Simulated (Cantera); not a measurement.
Input: 1 mol CaCl2, 17 mol N2, held at 0.00133 bar.

These are equilibrium values from Cantera (NASA tables, ideal gas, pure condensed phases), not measurements of a reactor. Candidate condensed phases: Ca, CaCl2; 8 gas species. Rates play no part.

x: gas mole fraction; n: condensed amount in mol.

```csv
T (K),x N2,x CaCl2,x Cl,x CaCl,n CaCl2(s),n CaCl2(l)
625,1.00,<1e-12,<1e-12,<1e-12,1.00,0
725,1.00,9.42e-12,<1e-12,<1e-12,1.00,0
825,1.00,5.48e-9,<1e-12,<1e-12,1.00,0
925,1.000,7.80e-7,<1e-12,<1e-12,1.000,0
1025,1.000,4.11e-5,6.65e-11,6.65e-11,0.999,0
1125,0.999,0.000821,3.77e-9,3.77e-9,0,0.986
1225,0.991,?,?,?,0,?
1325,0.944,0.0556,1.57e-6,1.57e-6,0,0
1425,0.944,0.0555,7.42e-6,7.36e-6,0,0
1525,0.944,0.0555,2.86e-5,2.81e-5,0,0
1625,0.944,0.0555,?,?,0,0
1725,0.944,0.0553,0.000271,0.000250,0,0
1825,0.944,0.0549,0.000704,0.000610,0,0
```

Q: Some entries are withheld; supply them.

A: 
- 1225, x CaCl2: 0.00921
- 1225, x Cl: 1.06e-7
- 1225, x CaCl: 1.05e-7
- 1225, n CaCl2(l): 0.842
- 1625, x Cl: 9.39e-5
- 1625, x CaCl: 9.02e-5
